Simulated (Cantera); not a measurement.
Input: 1 mol SiO₂, 13 mol HCl, 1.5 mol N₂, 8.2 mol NF₃, at 1325 K and 3.50 Pa.

Method: chemical equilibrium by Gibbs-energy minimisation in Cantera with the NASA 1993 tables (ideal gas, pure condensed phases). Rates play no part.

```csv
species,before,after
HF,0.325,0.334
Cl,0.284,0.251
F,0.173,0.160
ClF,0.0168,0.0359
Cl₂,0.0118,0.0235
O₂,0.0249,0.0257
N₂,0.140,0.144
SiF₄,0.0250,0.0257
NO,6.74e-5,4.95e-5
```
Gas species are given as mole fractions.

Question: Which change was made?
A. NF₃ from 8.2 to 1.9 mol
B. HCl from 13 to 19 mol
C. temperature from 1325 K to 1273 K
D. temperature from 1325 K to 1625 K

Answer: C, temperature from 1325 K to 1273 K
